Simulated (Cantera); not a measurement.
Feed: 1 mol BN, 23 mol Cl2, 15 mol H2, at 2.10e-5 bar.

These are equilibrium values from Cantera (NASA tables, ideal gas, pure condensed phases), not measurements of a reactor. Candidate condensed phases: B, BN, NH4Cl; 21 gas species. Kinetics and transport are ignored.

Question: At 898 K, list the 5 most abundant gas species with their mole fractions, and the condensed phases.

Answer: HCl 0.787, Cl2 0.167, BCl3 0.0262, N2 0.0131, Cl 0.00636. Condensed: gas only.
